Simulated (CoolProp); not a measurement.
Saturation properties of carbon monoxide (Tc = 132.9 K, pc = 3.498 MPa, ω = 0.050).

Values from CoolProp's reference Helmholtz-energy equation of state, Lemmon 2006. It is a short technical equation, of lower accuracy than the large ones.

| T (K) | p (MPa) | liquid density (kg/m³) | vapour density (kg/m³) | enthalpy of vaporisation (kJ/kg) |
|---|---|---|---|---|
| 79.7 | 0.08079 | 801.6 | 3.539 | 217.3 |
| 82.9 | 0.1167 | 787.7 | 4.969 | 212.9 |
| 86.1 | 0.1636 | 773.4 | 6.796 | 208.3 |
| 89.4 | 0.2256 | 758.2 | 9.169 | 203.2 |
| 92.6 | 0.3010 | 742.9 | 12.02 | 197.9 |
| 95.8 | 0.3934 | 727.1 | 15.50 | 192.3 |
| 99.1 | 0.5090 | 710.2 | 19.86 | 186.0 |
| 102.3 | 0.6429 | 692.9 | 24.96 | 179.5 |
| 105.6 | 0.8058 | 674.2 | ? | 172.1 |
| 108.8 | 0.9902 | 655.0 | 38.62 | ? |
| 112 | 1.203 | 634.4 | 47.44 | 155.6 |
| 115.3 | 1.455 | 611.5 | 58.46 | ? |
| 118.5 | 1.734 | 587.0 | ? | ? |
| 121.8 | 2.059 | 558.6 | 88.54 | 121.5 |

Problem. What belongs in the gaps?

Solution. 
- 105.6, vapour density (kg/m³): 31.27
- 108.8, enthalpy of vaporisation (kJ/kg): 164.2
- 115.3, enthalpy of vaporisation (kJ/kg): 145.6
- 118.5, vapour density (kg/m³): 71.57
- 118.5, enthalpy of vaporisation (kJ/kg): 134.6

It boils at 81.6 K under 1 atm.
